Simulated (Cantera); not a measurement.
Feed: 1 mol Fe2O3, 1.6 mol SO2, 0.042 mol O2, held at 0.0100 bar.

Equilibrium computed with Cantera from the NASA thermochemical tables; the gas is ideal and each condensed phase is pure. Candidate condensed phases: Fe, FeO, FeS, FeSO4, FeS2, Fe2O3, Fe2(SO4)3, Fe3O4, S; 12 gas species. Mutual solubility and eutectic melting of coexisting phases are not modelled. Kinetics and transport are ignored.

Question: Which condensed phases are stable at each of these points (T (K)): 625, 725, 825, 925, 1025, 1125, 1225, 1325, 1425, 1525, 1625?

Answer: 
| T (K) | condensed phases | Fe condensed (%) |
|---|---|---|
| 625 | FeSO4(s) + Fe2O3(s) | 100.0 |
| 725 | FeSO4(s) + Fe2O3(s) | 100.0 |
| 825 | Fe2O3(s) | 100.0 |
| 925 | Fe2O3(s) | 100.0 |
| 1025 | Fe2O3(s) | 100.0 |
| 1125 | Fe2O3(s) | 100.0 |
| 1225 | Fe2O3(s) | 100.0 |
| 1325 | Fe2O3(s) | 100.0 |
| 1425 | Fe2O3(s) + Fe3O4(s) | 100.0 |
| 1525 | Fe3O4(s) | 100.0 |
| 1625 | Fe3O4(s) | 100.0 |

From 625 K to 725 K the condensed part is FeSO4(s) + Fe2O3(s). From 825 K to 1325 K the condensed part is Fe2O3(s). At 1425 K the condensed part is Fe2O3(s) + Fe3O4(s). From 1525 K to 1625 K the condensed part is Fe3O4(s).
